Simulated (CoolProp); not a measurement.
Isohexane along the isotherm 526.3 K: density (kg/m³) from the reference equation and from simpler models built on Tc = 497.7 K, pc = 3043 kPa, ω = 0.280; each cubic takes its own stable root.

Model: reference Helmholtz-energy equation of state, Lemmon 2006, in CoolProp. It is a short technical equation, of lower accuracy than the large ones.

```tsv
p (kPa)	phase	reference
190	gas	3.810
380	gas	7.766
570	gas	11.88
761	gas	16.20
951	gas	20.70
1140	gas	25.39
1330	gas	30.35
1520	gas	35.60
```

Question: How far does each simpler model (ideal gas, Soave-Redlich-Kwong, Peng-Robinson) lie from the reference over these 8 states: mean and median of the absolute difference, and the worst?

Answer: 
- ideal gas: mean 8.6 %, median 8.5 %, worst -15.9 % at 526.3 K and 1520 kPa
- Soave-Redlich-Kwong: mean 0.3 %, median 0.2 %, worst -0.7 % at 526.3 K and 1520 kPa
- Peng-Robinson: mean 0.8 %, median 0.8 %, worst +1.3 % at 526.3 K and 1520 kPa
